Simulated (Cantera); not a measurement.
# Equilibrium for silicon epitaxy and polysilicon growth: SiCl4 + N2

Feed: 1 mol SiCl4, 13 mol N2, at 0.133 bar.

Method: chemical equilibrium by Gibbs-energy minimisation in Cantera with the NASA 1993 tables (ideal gas, pure condensed phases). Candidate condensed phases: Si, Si3N4; 13 gas species. The tables' values for SiCl3 are old estimates; treat these amounts as uncertain. Kinetics and transport are ignored.

```csv
T (K),x N2,x SiCl4,x Cl,x SiCl3,x SiCl2,x Cl2
1375,0.928,0.0712,0.000226,0.000243,3.81e-6,1.24e-5
1400,0.928,0.0711,0.000309,0.000327,6.41e-6,1.57e-5
1425,0.928,0.0710,0.000418,0.000436,1.06e-5,1.97e-5
1450,0.928,0.0708,0.000560,0.000575,1.71e-5,2.46e-5
1475,0.928,0.0706,0.000743,0.000750,2.71e-5,3.04e-5
1500,0.928,0.0703,0.000978,0.000968,4.23e-5,3.74e-5
1525,0.927,0.0700,0.00128,0.00124,6.49e-5,4.56e-5
1550,0.927,0.0696,0.00165,0.00157,9.80e-5,5.54e-5
1575,0.927,0.0692,0.00212,0.00196,0.000146,6.70e-5
1600,0.926,0.0686,0.00270,0.00244,0.000213,8.06e-5
1625,0.925,0.0679,0.00342,0.00300,0.000307,9.64e-5
1650,0.924,0.0670,0.00430,0.00365,0.000437,0.000115
1675,0.923,0.0660,0.00537,0.00441,0.000612,0.000136
1700,0.922,0.0648,0.00665,0.00528,0.000847,0.000160
```
x: gas mole fraction; nothing condenses.

From 1375 K to 1700 K nothing is condensed. The main Si-bearing gas is SiCl4 throughout.
